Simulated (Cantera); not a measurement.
Charge: 1 mol KCl, 0.9 mol H₂, equilibrated at 1.33 mbar.

Equilibrium computed with Cantera from the NASA thermochemical tables; the gas is ideal and each condensed phase is pure. Candidate condensed phases: K, KCl; 10 gas species. Equilibrium is a limit: real reactors are often held back by kinetics, nucleation or transport. All values below are at 1323 K.

Base state: KCl 0.515, H₂ 0.474, K₂Cl₂ 0.00522, K 0.00257, HCl 0.00257, H 2.99e-5 (mole fractions); condensed: gas only.

**Question.** What changes in the equilibrium state with this change: H₂ from 0.9 to 0.42 mol?

**Answer.** 
```tsv
species	before	after
KCl	0.515	0.689
H₂	0.474	0.297
K₂Cl₂	0.00522	0.00932
H	2.99e-5	2.37e-5
K	0.00257	0.00265
HCl	0.00257	0.00265
```
